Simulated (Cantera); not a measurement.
Input: 1 mol Si3N4, 0.62 mol H2O, 74 mol H2, at 0.133 bar.

Cantera equilibrium calculation (NASA polynomials, part measured and part estimated; ideal gas, pure solids and liquids). Candidate condensed phases: H2O, Si, SiO2, Si2N2O, Si3N4; 35 gas species. Mutual solubility and eutectic melting of coexisting phases are not modelled. Kinetics and transport are ignored.

x: gas mole fraction; n: condensed amount in mol.

```csv
T (°C),x H2,x N2,x H,x SiO,n Si2N2O(s),n Si3N4(s),n Si(s)
800,0.997,0.00276,[?],<1e-12,0.620,0.587,0
850,0.997,0.00276,[?],<1e-12,0.620,0.587,0
900,0.997,0.00276,[?],7.54e-12,0.620,0.587,0
950,0.997,0.00276,[?],8.70e-11,0.620,0.587,0
1000,0.997,0.00276,[?],8.24e-10,0.620,0.587,0
1050,0.997,0.00276,[?],6.57e-9,0.620,0.587,0
1100,0.997,0.00276,[?],4.48e-8,0.620,0.587,0
1150,0.997,0.00276,[?],2.67e-7,0.620,0.587,0
1200,0.997,0.00276,[?],1.40e-6,0.620,0.587,0
1250,0.997,0.00276,[?],6.59e-6,0.620,0.587,0
1300,0.997,0.00277,[?],2.80e-5,0.618,0.587,0
1350,0.996,0.00332,[?],0.000102,0.612,0.570,0.0580
```

Some entries are withheld; supply them.


- 800, x H: 3.83e-8
- 850, x H: 1.16e-7
- 900, x H: 3.22e-7
- 950, x H: 8.22e-7
- 1000, x H: 1.95e-6
- 1050, x H: 4.34e-6
- 1100, x H: 9.11e-6
- 1150, x H: 1.82e-5
- 1200, x H: 3.46e-5
- 1250, x H: 6.32e-5
- 1300, x H: 0.000111
- 1350, x H: 0.000189
